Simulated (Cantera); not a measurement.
Charge: 1 mol Si₂H₆, 0.0037 mol Cl₂, 150 mol H₂, equilibrated at 0.710 bar.

These are equilibrium values from Cantera (NASA tables, ideal gas, pure condensed phases), not measurements of a reactor. Candidate condensed phases: Si; 19 gas species. The feed counts by its element totals alone. Gases not in the tables: Si₂H₆ and higher silanes. Kinetics and transport are ignored.

x: gas mole fraction; n: condensed amount in mol.

```csv
T (K),x H₂,x H,x HCl,x SiH₂,x SiH,x Si,x SiH₄,n Si(s),n Si(l)
1048,1.000,9.17e-9,4.82e-5,3.55e-10,<1e-12,<1e-12,3.31e-7,2.00,0
1098,1.000,…,4.82e-5,…,<1e-12,<1e-12,…,2.00,0
1148,1.000,8.50e-8,4.83e-5,3.97e-9,4.60e-12,<1e-12,4.16e-7,2.00,0
1198,1.000,2.26e-7,4.83e-5,1.14e-8,2.32e-11,1.81e-12,4.59e-7,2.00,0
1248,1.000,5.54e-7,4.83e-5,3.02e-8,1.03e-10,1.09e-11,5.03e-7,2.00,0
1298,1.000,1.27e-6,4.83e-5,7.39e-8,4.05e-10,5.72e-11,5.48e-7,2.00,0
1348,1.000,2.75e-6,4.83e-5,1.69e-7,1.44e-9,2.65e-10,5.92e-7,2.00,0
1398,1.000,5.62e-6,4.83e-5,3.66e-7,4.66e-9,1.10e-9,6.37e-7,2.00,0
1448,1.000,1.09e-5,4.83e-5,7.48e-7,1.39e-8,4.12e-9,6.82e-7,2.00,0
1498,1.000,2.04e-5,4.83e-5,1.46e-6,3.85e-8,1.41e-8,7.27e-7,2.00,0
1548,1.000,3.65e-5,4.83e-5,2.73e-6,9.99e-8,4.48e-8,7.72e-7,2.00,0
1598,1.000,…,4.83e-5,…,…,…,8.16e-7,2.00,0
1648,1.000,0.000106,4.83e-5,8.47e-6,5.62e-7,3.63e-7,8.61e-7,2.00,0
1698,1.000,0.000172,4.83e-5,1.40e-5,1.21e-6,9.25e-7,8.90e-7,0,2.00
```

Task: Fill in the missing entries.

Result: 
- 1598, x H: 6.32e-5
- 1598, x SiH₂: 4.89e-6
- 1598, x SiH: 2.44e-7
- 1598, x Si: 1.32e-7
- 1098, x H: 2.94e-8
- 1098, x SiH₂: 1.25e-9
- 1098, x SiH₄: 3.73e-7
